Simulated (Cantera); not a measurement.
Input (Python, Cantera) and output of one run.

```python
import numpy as np
import cantera as ct

gas_names = """
    B BH BH2 BH3 BO BO2 B2 B2O B2O2 B2O3 B3O3H3 H HBO HBO2 HO2 H2 H2O H2O2 H3B3O6 O OH O2 O3
""".split()
cond_names = """
    B(b) B(L) B2O3(L) B3O3H3(cr) H2O(s) H2O(L)
""".split()


# ... load() reads the species with a 1 bar reference pressure and builds the phases ...
atoms = {
    'B': {'B': 1},
    'H2O': {'H': 2, 'O': 1},
}
top_T = {}  # K; cautious upper limits of use, not melting points


# ... equilibrate(T, P, feed) seeds the gas with the atoms and calls Mixture.equilibrate('TP', solver="vcs", rtol=1e-11, max_steps=5000) ...
results = []
feed = {'B': 1, 'H2O': 2.6}  # mol
P = 8300  # Pa
for T in [825, 875, 925, 975, 1025, 1075, 1125, 1175, 1225, 1275, 1325]:
    mix = equilibrate(T, P, feed)
    results.append((T, P, feed, dict(zip(mix.species_names, mix.species_moles))))

top = {s: max(r[3][s] / sum(r[3][g] for g in gas_names) for r in results) for s in gas_names}
cols = sorted((s for s in top if top[s] > 1e-06), key=lambda s: -top[s])[:8]
seen = [c for c in cond_names if any(r[3].get(c, 0) > 1e-12 for r in results)]
print("log10 of partial pressures in bar; condensed amounts in mol")
print(f"{'T/K':>10s}" + "".join(f"{s[:9]:>10s}" for s in cols + seen))
for T, P, feed, n in results:
    ng = sum(n[g] for g in gas_names)
    print(f"{T:10.4g}" + "".join(f"{np.log10(max(n[s] / ng * P / 1e5, 1e-99)):10.3f}" for s in cols)
          + "".join(f"{n.get(c, 0):10.4g}" for c in seen))
```

Result:

```
log10 of partial pressures in bar; condensed amounts in mol
       T/K        H2       H2O      HBO2    H3B3O6      B2O3         H       HBO   B2O3(L)
       825    -1.318    -1.463    -7.263    -3.301   -15.921   -11.760   -13.722    0.4766
       875    -1.319    -1.460    -6.621    -3.440   -14.462   -10.959   -12.655     0.483
       925    -1.319    -1.459    -6.052    -3.568   -13.166   -10.244   -11.707    0.4873
       975    -1.319    -1.458    -5.544    -3.686   -12.009    -9.601   -10.860    0.4903
      1025    -1.319    -1.457    -5.088    -3.794   -10.968    -9.021   -10.098    0.4923
      1075    -1.320    -1.457    -4.677    -3.895   -10.029    -8.493    -9.409    0.4937
      1125    -1.320    -1.457    -4.305    -3.989    -9.176    -8.012    -8.784    0.4944
      1175    -1.320    -1.457    -3.967    -4.076    -8.399    -7.571    -8.215    0.4944
      1225    -1.320    -1.458    -3.658    -4.159    -7.689    -7.166    -7.693    0.4933
      1275    -1.321    -1.459    -3.375    -4.237    -7.036    -6.793    -7.214    0.4906
      1325    -1.322    -1.462    -3.115    -4.312    -6.436    -6.447    -6.772    0.4856
```

Cantera equilibrium calculation (NASA polynomials, part measured and part estimated; ideal gas, pure solids and liquids). Gases not in the tables: H3BO3.
